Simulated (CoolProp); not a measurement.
Model: reference Helmholtz-energy equation of state, Platzer 1990, in CoolProp. This equation is an older, rougher fit; its heat capacities, sound speeds and derivatives of the liquid may be far off and weren't checked against measurements.

Problem. Give the vapour pressure (bar), vapour density (kg/m³), enthalpy of vaporisation (kJ/kg) of saturated R114 at 36.25, 74.65 °C.

Solution. 
| T (°C) | p (bar) | vapour density (kg/m³) | enthalpy of vaporisation (kJ/kg) |
|---|---|---|---|
| 36.25 | 3.03 | 22.1 | 124 |
| 74.65 | 8.24 | 59.9 | 105 |
